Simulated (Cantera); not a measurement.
A closed system holds: 1 mol Si₂Cl₆, 23 mol NH₃, 1.2 mol N₂, held at 3.80 mbar.

Cantera equilibrium calculation (NASA polynomials, part measured and part estimated; ideal gas, pure solids and liquids). Candidate condensed phases: NH₄Cl, Si, Si₃N₄; 28 gas species. The feed counts by its element totals alone. The tables' values for SiCl₃, SiCl are old estimates; treat these amounts as uncertain. The numbers say what is thermodynamically allowed, not how fast it happens. All values below are at 1623 K.

Base state: H₂ 0.656, N₂ 0.243, HCl 0.0793, SiCl₂ 0.0205, H 0.000908, SiCl₃ 0.000149, Cl 8.65e-5, SiCl 4.21e-5 (mole fractions); condensed: Si₃N₄(s).

**Question.** What changes in the equilibrium state with this change: pressure from 3.80 mbar to 1.00 bar?

**Answer.** 
```csv
species,before,after
H₂,0.656,0.646
N₂,0.243,0.233
HCl,0.0793,0.119
SiCl₂,0.0205,0.00118
Si,2.52e-5,2.39e-9
SiCl,4.21e-5,9.83e-8
"Si₃N₄(s), mol",0.323,0.641
```
The tables' values for SiCl₃ are old estimates; treat these amounts as uncertain.
